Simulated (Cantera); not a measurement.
What does this Cantera script print?

```python
import numpy as np
import cantera as ct

gas_names = """
    H HO2 H2 H2O H2O2 O OH O2 O3 Pb PbO Pb2
""".split()
cond_names = """
    H2O(s) H2O(L) Pb(cr) Pb(L) PbO(rd) PbO(yw) PbO(L) PbO2(s) Pb3O4(s)
""".split()


# ... load() reads the species with a 1 bar reference pressure and builds the phases ...
atoms = {
    'PbO': {'Pb': 1, 'O': 1},
    'H2': {'H': 2},
}
top_T = {'Pb3O4(s)': 820}  # K; cautious upper limits of use, not melting points


# ... equilibrate(T, P, feed) seeds the gas with the atoms and calls Mixture.equilibrate('TP', solver="vcs", rtol=1e-11, max_steps=5000) ...
results = []
T = 848  # K
P = 120000  # Pa
for m in [0.37, 0.53, 0.76, 1.1, 1.6, 2.2, 3.2, 4.6, 6.6, 9.5]:
    feed = {'PbO': 1, 'H2': m}  # mol
    mix = equilibrate(T, P, feed)
    results.append((T, P, feed, dict(zip(mix.species_names, mix.species_moles))))

top = {s: max(r[3][s] / sum(r[3][g] for g in gas_names) for r in results) for s in gas_names}
cols = sorted((s for s in top if top[s] > 0.0001), key=lambda s: -top[s])[:9]
seen = [c for c in cond_names if any(r[3].get(c, 0) > 1e-12 for r in results)]
print("log10 of partial pressures in bar; condensed amounts in mol")
print(f"{'n(H2)':>10s}" + "".join(f"{s[:9]:>10s}" for s in cols + seen))
for T, P, feed, n in results:
    ng = sum(n[g] for g in gas_names)
    print(f"{feed['H2']:10.4g}" + "".join(f"{np.log10(max(n[s] / ng * P / 1e5, 1e-99)):10.3f}" for s in cols)
          + "".join(f"{n.get(c, 0):10.4g}" for c in seen))
```

Result:

```
log10 of partial pressures in bar; condensed amounts in mol
     n(H2)       H2O        H2     Pb(L)   PbO(yw)
      0.37     0.079    -4.021      0.37      0.63
      0.53     0.079    -4.021      0.53      0.47
      0.76     0.079    -4.021    0.7599    0.2401
       1.1     0.038    -0.962         1         0
       1.6    -0.125    -0.347         1         0
       2.2    -0.263    -0.184         1         0
       3.2    -0.426    -0.084         1         0
       4.6    -0.584    -0.027         1         0
       6.6    -0.740     0.008         1         0
       9.5    -0.899     0.031         1         0
```

Cantera equilibrium calculation (NASA polynomials, part measured and part estimated; ideal gas, pure solids and liquids).
